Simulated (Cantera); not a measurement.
Charge: 1 mol borazine, 4.2 mol H2, at 2225 K and 75.0 Torr.

Cantera equilibrium calculation (NASA polynomials, part measured and part estimated; ideal gas, pure solids and liquids). Candidate condensed phases: B, BN; 15 gas species. The feed counts by its element totals alone. Mutual solubility and eutectic melting of coexisting phases are not modelled. The tables' values for BH2 are old estimates; treat these amounts as uncertain. Gases not in the tables: B2H6 and higher boranes. Equilibrium is a limit: real reactors are often held back by kinetics, nucleation or transport.

Base state: H2 0.954, N2 0.0240, H 0.0200, BH2 0.00142, B 3.84e-5, BH3 1.78e-5, BH 1.29e-5 (mole fractions); condensed: B(s) + BN(s).

### Question
What changes in the equilibrium state with this change: temperature from 2225 K to 2248.15 K?

### Answer
```json
[
 {"species": "H2", "before": "0.954", "after": "0.944"},
 {"species": "N2", "before": "0.0240", "after": "0.0317"},
 {"species": "H", "before": "0.0200", "after": "0.0226"},
 {"species": "BH2", "before": "0.00142", "after": "0.00156"},
 {"species": "B", "before": "3.84e-5", "after": "5.22e-5"},
 {"species": "BH", "before": "1.29e-5", "after": "1.63e-5"},
 {"species": "BH3", "before": "1.78e-5", "after": "1.83e-5"},
 {"species": "B(s), mol", "before": "0.347", "after": "0.464"},
 {"species": "BN(s), mol", "before": "2.64", "after": "2.52"}
]
```
